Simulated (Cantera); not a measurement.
Charge: 1 mol SiC, 0.071 mol CO2, 5.2 mol H2, held at 1600 K.

These are equilibrium values from Cantera (NASA tables, ideal gas, pure condensed phases), not measurements of a reactor. Candidate condensed phases: C, C6H6, C7H8, C8H18, H2O, Si, SiC, SiO2; 123 gas species. Mutual solubility and eutectic melting of coexisting phases are not modelled. The tables hold silica as quartz up to 1696 K and as liquid above; real silica turns to tridymite and cristobalite and melts near 1996 K. Equilibrium is a limit: real reactors are often held back by kinetics, nucleation or transport.

Task: Which condensed phases are stable at each of these points (P (Pa)): 0.100, 2.50, 63, 1600, 40000, 1000000?

Result: 
```json
[
 {"P (Pa)": "0.100", "condensed phases": "SiC(s)", "Si condensed (%)": "94.5"},
 {"P (Pa)": "2.50", "condensed phases": "SiC(s)", "Si condensed (%)": "96.3"},
 {"P (Pa)": "63", "condensed phases": "SiC(s)", "Si condensed (%)": "96.4"},
 {"P (Pa)": "1600", "condensed phases": "SiC(s)", "Si condensed (%)": "96.4"},
 {"P (Pa)": "40000", "condensed phases": "SiC(s) + SiO2(β-quartz)", "Si condensed (%)": "99.1"},
 {"P (Pa)": "1000000", "condensed phases": "SiC(s) + SiO2(β-quartz)", "Si condensed (%)": "100.0"}
]
```

From 1.00e-6 bar to 0.0160 bar the condensed part is SiC(s). From 0.400 bar to 10.0 bar the condensed part is SiC(s) + SiO2(β-quartz).
